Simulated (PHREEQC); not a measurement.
A PHREEQC input (ion-association model, phreeqc.dat):

```
SOLUTION 1
  temp 68
  units mg/L
  pH 7.72
  pe 10.2
  Na 12.9
  K 4.18
  Ca 33.6
  Mg 0.691
  Cl 40
  S(6) 33.2 as SO4
  Alkalinity 35.4
  Si 0.586 as SiO2
  Pb 0.274
  Ba 0.0453
  Br 0.595
  B 0.0201
END
USE solution 1
EQUILIBRIUM_PHASES 1
  Quartz 0 0.5
  Chalcedony 0 0
  CO2(g) -2 10
END
```

The run finishes without an error or a warning.

Its last state differs from that of the intended input:

```tsv
quantity	as run	intended
pH	6.95	6.86
ionic strength (mol/kgw)	0.00351	0.00345
HCO3- (mol/kgw)	0.000691	0.000567
CaHCO3+ (mol/kgw)	7.35e-6	6.06e-6
H3SiO4- (mol/kgw)	1.66e-6	1.36e-6
CaCO3 (mol/kgw)	1.48e-6	1.00e-6
SI of Pb(OH)2 (Pb(OH)2)	+0.17	+0.13
```

One thing in the input isn't as intended. What explains the difference?

This is not unique; one that fits is The fault: 'as HCO3' left off the alkalinity, which is then read as CaCO3.
